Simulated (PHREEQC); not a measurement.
Acid mine or pickling water: speciation

A made-up water analysis in mmol/kgw, 25 °C, pH 3.5, pe 11.4:

```csv
constituent,mmol/kgw
Na,0.0328
K,3.07
Ca,0.825
Mg,0.31
Cl,1.1
S(6),3.76
Al,1.14
Cu(2),0.00238
N(5),0.00191
Fe(3),0.00907
```

Valence states are taken as typed.

The numbers come from PHREEQC with the ion-association model, wateq4f.dat.

Precipitation was switched off in this run.

Q: Estimate the ionic strength, charge-balance error.

A: ionic strength 0.0111 mol/kgw; charge-balance error 4.4 %.

Q: In which forms is S present?

A: SO4-2 69 %, AlSO4+ 21 %, CaSO4 4.0 %, Al(SO4)2- 2.2 %, MgSO4 1.7 %, HSO4- 1.5 % of the S.

Examples of supersaturated solids here: Jarosite-K, Hematite (slow to form). Others may be too. Species that the database lacks are ignored.
